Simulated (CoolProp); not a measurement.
The fluid at 375.7 K and 0.3 MPa flows at 1.1 m/s in a round tube of 50 mm bore and 15 µm roughness, fully developed (64/Re and Nu = 3.66 if laminar; Colebrook and Gnielinski if turbulent). The same conditions are run with several fluids, on thermodynamics alone (safety and materials aside).

The numbers come from the reference Helmholtz-energy equation of state of each fluid (sulfur hexafluoride: Guder 2009; R13: Platzer 1990; carbon dioxide: Span 1996; c-C4F8 (RC318): Platzer 1990; R410A: Lemmon 2003) in CoolProp. The equations of Platzer and Polt are older, rougher fits. Blends and air are pseudo-pure fits.

```tsv
fluid	Reynolds number	Darcy friction factor	pressure drop (Pa/m)	heat-transfer coefficient (W/(m² K))	mass flow (kg/h)
sulfur hexafluoride	41800	0.0227	3.91	37.9	111
R13	___	___	2.95	27.2	79.0
carbon dioxide	12600	___	1.52	___	33.1
c-C4F8 (RC318)	___	0.0204	___	56.5	___
R410A	23900	0.0255	2.19	24.9	55.1
```

Q: Complete the blanks.

A: 
- R13, Reynolds number: 31500
- R13, Darcy friction factor: 0.0240
- carbon dioxide, Darcy friction factor: 0.0296
- carbon dioxide, heat-transfer coefficient (W/(m² K)): 17.0
- c-C4F8 (RC318), Reynolds number: 75700
- c-C4F8 (RC318), pressure drop (Pa/m): 4.94
- c-C4F8 (RC318), mass flow (kg/h): 156

Transport values come from each fluid's own correlations; those of R13, c-C4F8 (RC318) are estimates that may be off by 10 % or more.
